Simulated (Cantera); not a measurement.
A freely propagating, adiabatic, planar premixed flame of H₂ : O₂ : N₂ = 1 : 0.625 : 2.35 (molar parts), equivalence ratio 0.80, unburnt at 450 K and 5480 Torr; mixture-averaged transport, grid criteria slope 0.08 and curve 0.16, no radiation.

Detailed kinetics in Cantera: the H2/O2 subset of GRI-Mech 3.0, which has no nitrogen chemistry. The hydrogen kinetics of GRI-Mech 3.0 are dated; newer H2 mechanisms differ, most at raised pressure. Burning velocities carry a grid error of a few per cent, more on coarse grids.

Question: Predict: laminar burning velocity; thermal thickness; peak x(H₂O₂); peak x(OH); peak x(O); peak x(HO₂).

Answer: 
```
Property                     Result
------------------------  ---------
laminar burning velocity   209 cm/s
thermal thickness         0.0377 mm
peak x(H₂O₂)               0.000189
peak x(OH)                   0.0116
peak x(O)                   0.00473
peak x(HO₂)                 0.00113
```
